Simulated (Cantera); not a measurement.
Charge: 1 mol Si, 3.6 mol H2, 1.7 mol Cl2, at 1123.15 K and 1580 Torr.

Cantera equilibrium calculation (NASA polynomials, part measured and part estimated; ideal gas, pure solids and liquids). Candidate condensed phases: Si; 19 gas species. The tables' values for SiCl3 are old estimates; treat these amounts as uncertain. The numbers say what is thermodynamically allowed, not how fast it happens.

Base state: H2 0.767, SiCl4 0.128, SiHCl3 0.0712, HCl 0.0237, SiH2Cl2 0.00485, SiCl3 0.00399, SiCl2 0.00154, SiH3Cl 8.84e-5 (mole fractions); condensed: Si(s).

What changes in the equilibrium state with this change: temperature from 1123.15 K to 898 K?


```tsv
species	before	after
H2	0.767	0.780
SiCl4	0.128	0.132
SiHCl3	0.0712	0.0792
HCl	0.0237	0.00362
SiCl2	0.00154	2.28e-5
SiCl3	0.00399	0.000249
SiH3Cl	8.84e-5	6.20e-5
Si(s), mol	0.0791	0.0573
```

What changes in the equilibrium state with this change: 0.094 mol N2 added?


| species | before | after |
|---|---|---|
| H2 | 0.767 | 0.764 |
| SiCl4 | 0.128 | 0.144 |
| SiHCl3 | 0.0712 | 0.0441 |
| HCl | 0.0237 | 0.0429 |
| SiH3Cl | 8.84e-5 | 1.65e-5 |
| SiH2Cl2 | 0.00485 | 0.00165 |
| SiCl2 | 0.00154 | 0.000527 |
| Si(s), mol | 0.0791 | 0 |
| Si3N4(s), mol | 0 | 0.0470 |
N2 is the only nitrogen source here; it is nearly inert below about 1500 K, so the nitride shown seldom forms there in practice. Further candidate phases: NH4Cl, Si3N4.
